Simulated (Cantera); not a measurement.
**Ignition delay**

Mixture: 13.0 % CH4, 17.3 % O2, 65.1 % N2, 4.55 % CO2, at 2.60 bar, adiabatic and at constant pressure. Ignition delay is the time to a rise of 400 K.

Cantera simulation using GRI-Mech 3.0 (53 species, 325 reactions); the numbers are that mechanism's predictions, not measurements.

```csv
T0 (K),delay (ms)
1300,7.16
1350,3.92
1400,2.20
1450,1.26
1500,0.738
1550,0.444
1600,0.275
1650,0.175
1700,0.115
```

```json
{
 "apparent activation energy between 1600 and 1700 K": "200 kJ/mol"
}
```
